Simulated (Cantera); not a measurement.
A perfectly stirred reactor is fed with 1.92 % CH4, 96.2 % H2, 1.92 % H, at 13300 Pa; it is held at 2325 K, and followed from long to short residence time.

Computed with Cantera and GRI-Mech 3.0 (53 species, 325 reactions). GRI-Mech 3.0 stops at C3 and has no aromatics, soot or wall deposition, so with more carbon than oxygen in the feed, carbon stays in small species such as C2H2 where larger ones or solid carbon would form.

**Question.** Predict: x(CH4) at τ = 3.00 s; x(H2) at τ = 3.00 s; x(H) at τ = 3.00 s; x(CH3) at τ = 3.00 s; x(C2H) at τ = 3.00 s; x(CH4) at τ = 35.0 ms; x(H2) at τ = 35.0 ms; x(H) at τ = 35.0 ms; x(CH3) at τ = 35.0 ms; x(C2H) at τ = 35.0 ms.

**Answer.** 
- x(CH4) at τ = 3.00 s = 7.24e-5
- x(H2) at τ = 3.00 s = 0.961
- x(H) at τ = 3.00 s = 0.0296
- x(CH3) at τ = 3.00 s = 4.15e-5
- x(C2H) at τ = 3.00 s = 1.38e-5
- x(CH4) at τ = 35.0 ms = 0.000708
- x(H2) at τ = 35.0 ms = 0.964
- x(H) at τ = 35.0 ms = 0.0262
- x(CH3) at τ = 35.0 ms = 0.000358
- x(C2H) at τ = 35.0 ms = 1.16e-5
